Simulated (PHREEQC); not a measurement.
NaOH is added in steps, without added water, to 1 kg of water holding 0.007 mol NaH2PO4 and 0.026 mol K2HPO4, at 25 °C. Oxygen is held at 0.21 atm. No CO2 enters from the air. Nothing may precipitate in this run.

Base run: PHREEQC, ion-association model, wateq4f.dat. Each further column changes one thing. The table gives PO4-3 (mol/kgw).

```json
[
 {"NaOH added (mol)": "0", "base": "1.01e-6", "all activity coefficients set to 1": "…", "metal-ligand complexes left out": "1.11e-6", "Davies equation for every ion": "1.02e-6", "database phreeqc.dat": "1.17e-6"},
 {"NaOH added (mol)": "0.003", "base": "2.22e-6", "all activity coefficients set to 1": "1.23e-6", "metal-ligand complexes left out": "2.43e-6", "Davies equation for every ion": "2.24e-6", "database phreeqc.dat": "2.57e-6"},
 {"NaOH added (mol)": "0.006", "base": "1.07e-5", "all activity coefficients set to 1": "…", "metal-ligand complexes left out": "1.18e-5", "Davies equation for every ion": "1.08e-5", "database phreeqc.dat": "1.25e-5"},
 {"NaOH added (mol)": "0.009", "base": "0.00156", "all activity coefficients set to 1": "0.00112", "metal-ligand complexes left out": "0.00158", "Davies equation for every ion": "0.00157", "database phreeqc.dat": "0.00161"},
 {"NaOH added (mol)": "0.012", "base": "0.00385", "all activity coefficients set to 1": "…", "metal-ligand complexes left out": "0.00389", "Davies equation for every ion": "0.00388", "database phreeqc.dat": "0.00398"},
 {"NaOH added (mol)": "0.015", "base": "0.00607", "all activity coefficients set to 1": "…", "metal-ligand complexes left out": "0.00614", "Davies equation for every ion": "0.00611", "database phreeqc.dat": "0.00629"},
 {"NaOH added (mol)": "0.018", "base": "0.00821", "all activity coefficients set to 1": "…", "metal-ligand complexes left out": "0.00831", "Davies equation for every ion": "0.00827", "database phreeqc.dat": "0.00853"},
 {"NaOH added (mol)": "0.021", "base": "0.0103", "all activity coefficients set to 1": "…", "metal-ligand complexes left out": "0.0104", "Davies equation for every ion": "0.0103", "database phreeqc.dat": "0.0107"},
 {"NaOH added (mol)": "0.024", "base": "0.0122", "all activity coefficients set to 1": "…", "metal-ligand complexes left out": "0.0124", "Davies equation for every ion": "0.0123", "database phreeqc.dat": "0.0128"}
]
```

Complete the blanks.


- 0, all activity coefficients set to 1: 5.69e-7
- 0.006, all activity coefficients set to 1: 5.86e-6
- 0.012, all activity coefficients set to 1: 0.00273
- 0.015, all activity coefficients set to 1: 0.00426
- 0.018, all activity coefficients set to 1: 0.00570
- 0.021, all activity coefficients set to 1: 0.00706
- 0.024, all activity coefficients set to 1: 0.00834

H3PO4, which wateq4f.dat lacks, is added to it with the constant of phreeqc.dat.  phreeqc.dat and wateq4f.dat share most of their constants, so their agreement is no independent check.
